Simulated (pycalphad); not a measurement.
Computed with pycalphad from the COST 507 light-alloy database (1999), at 1 atm. The database dates from 1999; later assessments differ in places, in temperatures and in the compounds included. Amounts are mole fractions of atoms.

Question: Give the equilibrium state of Mg-0.35Cu-7.51Si (at.%) at 827 °C.

Answer: liquid, fraction 0.974, with 0.36 Cu, 6.8 Si at.%; MG2SI, fraction 0.026, with no Cu, 33.3 Si at.%.

Question: Give the equilibrium state of Mg-0.35Cu-7.51Si (at.%) at 577 °C.

Answer: hcp, fraction 0.733, with 0.03 Cu, <0.01 Si at.%; MG2SI, fraction 0.223, with no Cu, 33.3 Si at.%; liquid, fraction 0.044, with 7.5 Cu, 1.7 Si at.%.

Database names, with the compositions (at.%) that they take in these runs: MG2SI: Mg 67 Si 33. An entry "none" or "no" means that the model of the phase leaves that element out.
